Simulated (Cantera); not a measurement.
Cantera run, input and output.

```python
import numpy as np
import cantera as ct

gas = ct.Solution("gri30.yaml")
gas.TPX = 375, 2000000, {'H2': 1, 'O2': 0.714, 'N2': 2.69}
inlet = ct.Reservoir(gas, clone=True)
gas.equilibrate("HP")  # start burning
reactor = ct.IdealGasConstPressureReactor(gas, energy="on", clone=False)
exhaust = ct.Reservoir(gas, clone=True)
tau = [0.3, 0.1, 0.034, 0.011, 0.0038, 0.0013, 0.00042, 0.00014, 4.7e-05, 1.6e-05, 5.3e-06][0]
for a, b in ((inlet, reactor), (reactor, exhaust)):
    ct.MassFlowController(a, b, mdot=lambda t: reactor.mass / tau)
net = ct.ReactorNet([reactor])
show = ['H2', 'O2', 'H2O', 'N2O', 'NO2', 'O']

rows = []
print(f"{'tau/s':>10s}{'T/K':>9s}" + "".join(f"{s:>11s}" for s in show))
for tau in [0.3, 0.1, 0.034, 0.011, 0.0038, 0.0013, 0.00042, 0.00014, 4.7e-05, 1.6e-05, 5.3e-06]:
    net.initial_time = 0.0
    net.advance(30 * tau)
    before = gas.X
    net.advance(40 * tau)
    drift = np.max(np.abs(gas.X - before) / (gas.X + 1e-9))
    rows.append([gas.T, *gas[show].X, drift])
    print(f"{tau:10.3e}{gas.T:9.1f}" + "".join(f"{x:11.3e}" for x in gas[show].X))
```

Output:

```
     tau/s      T/K         H2         O2        H2O        N2O        NO2          O
 3.000e-01   2081.6  1.315e-04  5.306e-02  2.551e-01  1.037e-06  9.157e-06  6.350e-05
 1.000e-01   2084.2  1.361e-04  5.368e-02  2.551e-01  1.050e-06  4.976e-06  6.550e-05
 3.400e-02   2085.9  1.454e-04  5.410e-02  2.550e-01  1.072e-06  2.115e-06  6.781e-05
 1.100e-02   2086.4  1.711e-04  5.429e-02  2.550e-01  1.121e-06  8.080e-07  7.207e-05
 3.800e-03   2085.8  2.364e-04  5.435e-02  2.548e-01  1.236e-06  3.663e-07  8.216e-05
 1.300e-03   2083.7  3.992e-04  5.438e-02  2.545e-01  1.492e-06  2.152e-07  1.077e-04
 4.200e-04   2078.7  7.929e-04  5.442e-02  2.538e-01  1.925e-06  1.697e-07  1.709e-04
 1.400e-04   2069.0  1.615e-03  5.456e-02  2.523e-01  2.262e-06  1.522e-07  3.017e-04
 4.700e-05   2051.1  3.294e-03  5.499e-02  2.497e-01  2.197e-06  1.258e-07  5.570e-04
 1.600e-05   2017.7  6.625e-03  5.612e-02  2.449e-01  1.802e-06  9.863e-08  1.018e-03
 5.300e-06   1952.6  1.360e-02  5.897e-02  2.355e-01  1.303e-06  7.970e-08  1.776e-03
```

Detailed kinetics in Cantera: GRI-Mech 3.0 (53 species, 325 reactions). The hydrogen kinetics of GRI-Mech 3.0 are dated; newer H2 mechanisms differ, most at raised pressure. The pressure lies above the range GRI-Mech 3.0 was tuned for (to about 10 atm).
